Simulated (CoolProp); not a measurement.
Vapour-liquid equilibrium of R22 (1) + R11 (2) at 0.0342 MPa; x and y are mole fractions of (1).

Computed with CoolProp (multi-fluid Helmholtz-energy mixture model, Kamei 1995 and Jacobsen 1992; pair parameters Bell 2016).

| x | bubble temperature (K) | y at the bubble point | dew temperature at overall composition x (K) | liquid density (mol/L) |
|---|---|---|---|---|
| 0.05 | 252.1 | 0.582 | 268.3 | 11.67 |
| 0.15 | 235.9 | 0.845 | 266.0 | 12.28 |
| 0.25 | 228.5 | 0.911 | 263.3 | 12.78 |
| 0.35 | 224.2 | 0.939 | 260.5 | 13.26 |
| 0.45 | 221.3 | 0.955 | 257.2 | 13.74 |
| 0.55 | 219.0 | 0.966 | 253.4 | 14.25 |
| 0.65 | 217.2 | 0.975 | 248.9 | 14.78 |
| 0.75 | 215.5 | 0.982 | 243.2 | 15.35 |
| 0.85 | 213.9 | 0.989 | 235.5 | 15.96 |
| 0.95 | 212.4 | 0.996 | 222.3 | 16.63 |

No azeotrope shows between x = 0.05 and 0.95.

The pair parameters rest on a limited set of measurements; away from them the model extrapolates.
